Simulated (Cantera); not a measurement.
An adiabatic, constant-pressure homogeneous reactor starts with CH4 : O2 : N2 : C2H6 = 1 : 1.05 : 3.96 : 0.019 (molar parts), equivalence ratio 2.0, at 950 K and 42000 Pa.

Computed with Cantera and GRI-Mech 3.0 (53 species, 325 reactions). Below about 1000 K GRI-Mech 3.0 lacks low-temperature oxidation paths.

Predict: time of steepest temperature rise; temperature at 6.00 s; equilibrium temperature; x(O2) at 6.00 s; x(HCN) at 6.00 s; x(OH) at 6.00 s; x(H2) at 6.00 s.


```
Quantity                                                              Result
---------------------------------  -----------------------------------------
time of steepest temperature rise                                     3.16 s
temperature at 6.00 s                                                 2079 K
equilibrium temperature                                               2079 K
x(O2) at 6.00 s                      4.11e-7 (gas-phase equilibrium 4.11e-7)
x(HCN) at 6.00 s                     4.52e-8 (gas-phase equilibrium 4.31e-8)
x(OH) at 6.00 s                    0.000157 (gas-phase equilibrium 0.000157)
x(H2) at 6.00 s                          0.161 (gas-phase equilibrium 0.161)
```
